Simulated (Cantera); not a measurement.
**Thermodynamics of carbon deposition, reforming and gasification, feed C2H4 + NH3**

Feed: 1 mol C2H4, 0.45 mol NH3, held at 1700 K.

Method: chemical equilibrium by Gibbs-energy minimisation in Cantera with the NASA 1993 tables (ideal gas, pure condensed phases). Candidate condensed phases: C, C6H6, C7H8, C8H18; 92 gas species. The ideal-gas law is rough above about 30 bar. Equilibrium is a limit: real reactors are often held back by kinetics, nucleation or transport.

```
P (Pa)    log p H2  log p N2  log p CH4  log p H  log p HCN  n C(graphite)
--------  --------  --------  ---------  -------  ---------  -------------
10           -4.04     -5.12     -11.04    -5.85      -7.02           2.00
56           -3.29     -4.37      -9.54    -5.48      -6.26           2.00
320          -2.53     -3.61      -8.02    -5.10      -5.51           2.00
1800         -1.78     -2.86      -6.52    -4.72      -4.76           2.00
10000        -1.04     -2.11      -5.03    -4.35      -4.01           2.00
56000        -0.29     -1.36      -3.54    -3.98      -3.26           2.00
320000        0.47     -0.61      -2.02    -3.60      -2.51           1.99
1800000       1.21      0.15      -0.54    -3.23      -1.76           1.95
10000000      1.92      0.92       0.89    -2.87      -1.02           1.79
```
log p: log10 of the partial pressure in bar; n: condensed amount in mol.

From 10.0 Pa to 1.00e7 Pa the condensed part is C(graphite). The main C-bearing gas is HCN at 10.0 Pa and CH4 at 1.00e7 Pa.
